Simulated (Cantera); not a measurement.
Input: 1 mol SiO₂, 19 mol HF, 0.62 mol H₂, held at 0.120 bar.

Equilibrium computed with Cantera from the NASA thermochemical tables; the gas is ideal and each condensed phase is pure. Candidate condensed phases: H₂O, Si, SiO₂; 38 gas species. The tables' values for SiF₃ are old estimates; treat these amounts as uncertain. Equilibrium is a limit: real reactors are often held back by kinetics, nucleation or transport.

Question: At 1452 °C, list the 4 most abundant gas species with their mole fractions, and the condensed phases.

Answer: HF 0.806, H₂O 0.107, SiF₄ 0.0535, H₂ 0.0332. Condensed: gas only.
